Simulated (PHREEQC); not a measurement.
Dissolve 0.0025 mol/kgw MnSO4, 0.00095 mol/kgw CaCl2, 0.0025 mol/kgw NaF and 7.6e-05 mol/kgw Na2SO4 at 54 °C. Closed to the air; pH follows from the charge balance.

The numbers come from PHREEQC with the ion-association model, phreeqc.dat.

Each row changes one thing in this solution. No solid was allowed to form.

```tsv
case	pH	ionic strength (mol/kgw)	SO4-2 (mol/kgw)	Ca+2 (mol/kgw)	CaSO4 (mol/kgw)	NaSO4- (mol/kgw)	SI of Gypsum (CaSO4:2H2O)	SI of Fluorite (CaF2)
as made	6.63	0.0131	0.00197	0.000816	0.000134	1.90e-5	-1.57	+1.72
NaF from 0.0025 to 0.0125 mol/kgw	6.95	0.0232	0.00202	0.000840	0.000110	8.13e-5	-1.66	+3.05
temperature from 54 to 45 °C	6.72	0.0133	0.00201	0.000819	0.000131	1.86e-5	-1.58	+1.80
Na2SO4 left out	6.63	0.0129	0.00191	0.000819	0.000131	1.74e-5	-1.58	+1.73
CaCl2 replaced by Ca(NO3)2 at the same molality	6.63	0.0131	0.00197	0.000816	0.000134	1.89e-5	-1.57	+1.72
Na2SO4 from 7.6e-05 to 1.52e-05 mol/kgw	6.63	0.0130	0.00192	0.000818	0.000132	1.77e-5	-1.58	+1.73
NaF replaced by LiF at the same molality	6.63	0.0131	0.00197	0.000816	0.000134	1.09e-6	-1.57	+1.73
MnSO4 left out	6.99	0.00554	6.80e-5	0.000943	7.21e-6	7.67e-7	-2.84	+1.89
```

Some of these states are supersaturated (in Fluorite, for instance). At this temperature some constants are extrapolated from 25 °C, and those without enthalpy data are left unchanged.
